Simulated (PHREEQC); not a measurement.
1 kg of water holding 0.044 mol/kgw MgSO4 and 0.0048 mol/kgw MgCl2 is evaporated at 20 °C; the solids stay in contact with the brine. No CO2 enters from the air. Solids allowed: Bischofite, Brucite, Epsomite, Hexahydrite, Kieserite, MgCl2_4H2O. Others were left out.

Base run: PHREEQC, Pitzer model, pitzer.dat. Each further column changes one thing. The table gives water activity.

```json
[
 {"H2O removed (mol)": "0", "base": "0.999", "temperature from 20 to 75 °C": "0.999", "temperature from 20 to 5 °C": "0.999"},
 {"H2O removed (mol)": "18.01", "base": "0.998", "temperature from 20 to 75 °C": "0.998", "temperature from 20 to 5 °C": "0.998"},
 {"H2O removed (mol)": "30.18", "base": "0.997", "temperature from 20 to 75 °C": "0.998", "temperature from 20 to 5 °C": "0.997"},
 {"H2O removed (mol)": "38.4", "base": "0.996", "temperature from 20 to 75 °C": "0.997", "temperature from 20 to 5 °C": "0.996"},
 {"H2O removed (mol)": "41.44", "base": "0.996", "temperature from 20 to 75 °C": "0.996", "temperature from 20 to 5 °C": "0.996"},
 {"H2O removed (mol)": "46.01", "base": "0.994", "temperature from 20 to 75 °C": "0.994", "temperature from 20 to 5 °C": "0.994"},
 {"H2O removed (mol)": "49.09", "base": "0.991", "temperature from 20 to 75 °C": "0.991", "temperature from 20 to 5 °C": "0.991"},
 {"H2O removed (mol)": "51.17", "base": "0.986", "temperature from 20 to 75 °C": "0.988", "temperature from 20 to 5 °C": "0.986"},
 {"H2O removed (mol)": "52.58", "base": "0.979", "temperature from 20 to 75 °C": "[?]", "temperature from 20 to 5 °C": "0.979"},
 {"H2O removed (mol)": "53.53", "base": "0.966", "temperature from 20 to 75 °C": "[?]", "temperature from 20 to 5 °C": "0.966"},
 {"H2O removed (mol)": "53.88", "base": "0.956", "temperature from 20 to 75 °C": "0.963", "temperature from 20 to 5 °C": "0.955"},
 {"H2O removed (mol)": "54.41", "base": "0.918", "temperature from 20 to 75 °C": "[?]", "temperature from 20 to 5 °C": "0.926"},
 {"H2O removed (mol)": "54.76", "base": "0.892", "temperature from 20 to 75 °C": "[?]", "temperature from 20 to 5 °C": "0.915"},
 {"H2O removed (mol)": "55.01", "base": "0.853", "temperature from 20 to 75 °C": "[?]", "temperature from 20 to 5 °C": "0.871"}
]
```

### Question
Some entries are withheld; supply them.

### Answer

- 52.58, temperature from 20 to 75 °C: 0.981
- 53.53, temperature from 20 to 75 °C: 0.971
- 54.41, temperature from 20 to 75 °C: 0.933
- 54.76, temperature from 20 to 75 °C: 0.869
- 55.01, temperature from 20 to 75 °C: 0.795

 Away from 25 °C the constants follow the database's enthalpies or fits; those with neither stay at their 25 °C values.
